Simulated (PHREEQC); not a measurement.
Solution (20 °C): 0.024 mol NH4HCO3 per kg of water. Closed to the air; pH follows from the charge balance.

Equilibrium calculation in PHREEQC: ion-association model, phreeqc.dat.

Task: The ionic strength comes out as 0.0235 mol/kgw. What activity coefficients do CO3-2, HCO3-, NH4+ get?

Result: CO3-2 0.57, HCO3- 0.87, NH4+ 0.85.

Precipitation was switched off in this run. Carbamate, which ammonia and carbonate form, is missing from the database.
